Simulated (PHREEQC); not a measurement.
0.024 g of hydrous ferric oxide (600 m²/g; 0.2 weak and 0.005 strong sites per Fe, Dzombak-Morel constants, diffuse double layer) in 1 kg of water with 0.05 mol/kgw of an inert sodium salt and 2.6e-06 mol Na2SO4, 2.9e-05 mol CuSO4 and 0.0001 mol CaCl2, at 25 °C; the pH is set by adding NaOH or the inert anion's acid. Oxygen alone is held at its pressure in air (log pO2 = -0.68). No CO2 enters from the air. Precipitation was switched off in this run.

Model: ion-association model, wateq4f.dat, run in PHREEQC.

```csv
pH,S sorbed (%),Cu sorbed (%),Ca sorbed (%),surface charge σ (C/m²),surface potential ψ (mV)
3,49.2,0.0,0.0,0.159,128
3.5,48.6,0.0,0.0,0.154,127
4,46.1,0.3,0.0,0.147,124
4.5,40.5,1.8,0.0,0.135,120
5,31.9,6.4,0.0,0.117,113
5.5,22.3,20.8,0.0,0.101,105
6,15.8,50.5,0.0,0.091,101
6.5,12.0,73.9,0.0,0.088,99
7,7.0,83.0,0.0,0.080,94
7.5,2.1,81.3,0.0,0.059,80
8,0.3,76.9,0.0,0.036,58
8.5,0.0,73.3,0.1,0.017,32
9,0.0,69.1,0.7,0.003,6
```

The database's constant for dissolved Cu(OH)2 is higher than later reviews accept. The oxide is taken as insoluble; below pH 4 it would dissolve.
